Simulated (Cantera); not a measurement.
A perfectly stirred reactor is fed with CH₄ : CO : O₂ : N₂ = 1 : 1 : 5.21 : 19.6 (molar parts), equivalence ratio 0.48, at 51000 Pa; it is adiabatic with a 750 K inlet, and is followed from long to short residence time, starting on the burning branch (τ in s: 0.33, 0.12, 0.04, 0.014, 0.0048, 0.0016, 0.00057, 0.0002, 6.8e-05, 2.4e-05, 8.2e-06).

Cantera simulation using GRI-Mech 3.0 (53 species, 325 reactions); the numbers are that mechanism's predictions, not measurements.

Task: What does this change do: CH4 1 to 1.5 parts?

Result: 
```json
[
 {"quantity": "blow-out, bracketed by the residence times tried", "before": "burning at 0.200 ms, out at 68.0 µs", "after": "burning at 0.200 ms, out at 68.0 µs"},
 {"quantity": "x(CH₄) at τ = 0.330 s", "before": "2.82e-6", "after": "1.12e-6"},
 {"quantity": "x(CO) at τ = 0.330 s", "before": "0.000468", "after": "0.00265"},
 {"quantity": "x(O₂) at τ = 0.330 s", "before": "0.103", "after": "0.0627"},
 {"quantity": "x(C₂H) at τ = 0.330 s", "before": "<1e-12", "after": "<1e-12"},
 {"quantity": "x(H₂) at τ = 0.330 s", "before": "9.22e-5", "after": "0.000613"},
 {"quantity": "x(CH₄) at τ = 1.60 ms", "before": "9.58e-5", "after": "6.59e-5"},
 {"quantity": "x(CO) at τ = 1.60 ms", "before": "0.0104", "after": "0.0170"},
 {"quantity": "x(O₂) at τ = 1.60 ms", "before": "0.105", "after": "0.0689"},
 {"quantity": "x(C₂H) at τ = 1.60 ms", "before": "1.14e-12", "after": "1.20e-11"},
 {"quantity": "x(H₂) at τ = 1.60 ms", "before": "0.00175", "after": "0.00429"}
]
```
